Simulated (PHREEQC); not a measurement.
Consider water at 20 °C with 7.4 mmol/kgw ZnSO4 and 0.27 mmol/kgw H3BO3. Closed to the air; pH follows from the charge balance.

All values are PHREEQC results (ion-association model, phreeqc.dat), not measurements.

Precipitation was switched off in this run.

Problem. Estimate the pH, specific conductance, ionic strength.

Solution. pH 5.85; specific conductance 1020 µS/cm; ionic strength 0.0210 mol/kgw.

Problem. In which forms is S present?

Solution. SO4-2 70 %, ZnSO4 28 %, Zn(SO4)2-2 2.5 % of the S.

Complexes and solids missing from the database can't appear.
